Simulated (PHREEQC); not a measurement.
Dissolve 40 mmol/kgw NH4Cl and 4 mmol/kgw Na2CO3 at 25 °C. Closed to the air; pH follows from the charge balance.

Equilibrium calculation in PHREEQC: ion-association model, wateq4f.dat.

Precipitation was switched off in this run.

### Question
Estimate the pH.

### Answer
pH 8.37.

### Question
In which forms is C present?

### Answer
HCO3- 97 %, CO3-2 1.8 %, CO2 0.8 % of the C.

Species that the database lacks are ignored.
